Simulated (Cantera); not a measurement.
Feed: 1 mol Si, 0.5 mol H₂O, 0.27 mol H₂, equilibrated at 1 atm.

Method: chemical equilibrium by Gibbs-energy minimisation in Cantera with the NASA 1993 tables (ideal gas, pure condensed phases). Candidate condensed phases: H₂O, Si, SiO₂; 18 gas species. Mutual solubility and eutectic melting of coexisting phases are not modelled. Kinetics and transport are ignored.

Question: Which condensed phases are stable at each of these points (T (°C)): 500, 550, 600, 650, 700, 750, 800?

Answer: 
```
T (°C)        condensed phases  Si condensed (%)
------  ----------------------  ----------------
500     Si(s) + SiO₂(α-quartz)             100.0
550     Si(s) + SiO₂(α-quartz)             100.0
600     Si(s) + SiO₂(β-quartz)             100.0
650     Si(s) + SiO₂(β-quartz)             100.0
700     Si(s) + SiO₂(β-quartz)             100.0
750     Si(s) + SiO₂(β-quartz)             100.0
800     Si(s) + SiO₂(β-quartz)             100.0
```

From 500 °C to 550 °C the condensed part is Si(s) + SiO₂(α-quartz). From 600 °C to 800 °C the condensed part is Si(s) + SiO₂(β-quartz).
